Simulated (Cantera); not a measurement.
Ammonia decomposition in nitride growth gas

An isothermal, constant-pressure homogeneous reactor starts with 14.1 % NH3, 85.9 % N2, at 1675 K and 3000 Pa.

Model: the gas-phase N/H chemistry of the illustrative SiF4/NH3 mechanism in the Surface Chemkin manual (1991), integrated in Cantera. Walls and surfaces, which speed up NH3 decomposition in real reactors, are not modelled.

```tsv
t (s)	x NH3	x H2	x N	x NH2	x H	x N2H4
0.000600	0.141	3.71e-7	<1e-12	7.56e-7	1.39e-8	<1e-12
0.00159	0.141	1.00e-6	<1e-12	2.02e-6	1.39e-8	1.30e-12
0.00419	0.141	2.69e-6	<1e-12	5.36e-6	1.41e-8	9.43e-12
0.0111	0.141	7.36e-6	1.35e-11	1.42e-5	1.54e-8	6.66e-11
0.0293	0.141	2.44e-5	9.12e-11	3.73e-5	2.60e-8	4.64e-10
0.0775	0.141	0.000158	6.94e-10	9.40e-5	1.23e-7	2.95e-9
0.205	0.140	0.00136	6.07e-9	0.000151	7.86e-7	7.58e-9
0.541	0.137	0.00552	2.50e-8	0.000139	2.45e-6	6.46e-9
1.43	0.129	0.0155	6.49e-8	0.000118	5.82e-6	4.61e-9
3.78	0.113	0.0368	1.07e-7	9.50e-5	1.25e-5	3.01e-9
10.0	0.0837	0.0751	1.25e-7	7.05e-5	2.55e-5	1.66e-9
```
x: mole fraction; the columns are a selection and need not sum to one.

Equilibrium at this temperature and pressure: NH3 8.23e-8, H2 0.185, N 1.74e-11, NH2 3.23e-10, H 0.000290, N2H4 <1e-12 (gas phase only).
